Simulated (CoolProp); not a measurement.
Values from CoolProp's reference Helmholtz-energy equation of state, Lemmon 2005.

Give the vapour pressure (MPa), liquid density (kg/m³), enthalpy of vaporisation (kJ/kg), vapour Z of saturated R125 at 244.5, 260.7, 317.4 K.


```csv
T (K),p (MPa),liquid density (kg/m³),enthalpy of vaporisation (kJ/kg),vapour Z
244.5,0.241,1440,153,0.922
260.7,0.443,1380,142,0.882
317.4,2.22,1050,85.7,0.620
```
